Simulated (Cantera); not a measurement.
A freely propagating, adiabatic, planar premixed flame of 42.1 % H2, 11.1 % O2, 46.8 % N2, unburnt at 600 K and 2.00 bar; mixture-averaged transport, grid criteria slope 0.08 and curve 0.16, no radiation.

Detailed kinetics in Cantera: the H2/O2 subset of GRI-Mech 3.0, which has no nitrogen chemistry. Burning velocities carry a grid error of a few per cent, more on coarse grids.

Problem. Predict: laminar burning velocity; thermal thickness; peak x(H); peak x(H2O2); peak x(O).

Solution. 
```json
{
  "laminar_burning_velocity": "868 cm/s",
  "thermal_thickness": "0.187 mm",
  "peak x(H)": "0.0736",
  "peak x(H2O2)": "1.88e-5",
  "peak x(O)": "0.00373"
}
```
